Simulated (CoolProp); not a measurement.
Saturation properties of nitrogen.

The numbers come from the reference Helmholtz-energy equation of state, Span 2000 in CoolProp.

| T (°C) | p (MPa) | vapour density (kg/m³) | liquid cp (kJ/(kg K)) | surface tension (mN/m) | vapour viscosity (µPa s) | liquid conductivity (mW/(m K)) |
|---|---|---|---|---|---|---|
| -204.35 | 0.03222 | 1.608 | 2.011 | 10.9 | 4.79 | 162 |
| -199.05 | 0.06779 | 3.185 | 2.028 | 9.62 | 5.19 | 151 |
| -193.75 | 0.1281 | … | … | … | 5.60 | 141 |
| -188.55 | 0.2202 | 9.474 | 2.087 | 7.27 | 6.02 | 130 |
| -183.25 | 0.3574 | 14.96 | 2.140 | 6.13 | 6.47 | … |
| -177.95 | 0.5489 | 22.61 | 2.216 | 5.04 | 6.95 | 110 |
| -172.75 | 0.8001 | 32.87 | 2.328 | 4.01 | 7.47 | 99.3 |
| -167.45 | 1.132 | 47.11 | 2.508 | 3.01 | 8.06 | 88.9 |

**Question.** Complete the blanks.

**Answer.** 
- -193.75, vapour density (kg/m³): 5.727
- -193.75, liquid cp (kJ/(kg K)): 2.052
- -193.75, surface tension (mN/m): 8.42
- -183.25, liquid conductivity (mW/(m K)): 120

It boils at -195.8 °C under 1 atm.

Viscosity comes from a separate model (Lemmon 2004). Thermal conductivity comes from a separate model (Lemmon 2004). Surface tension comes from a separate correlation (Mulero 2012).
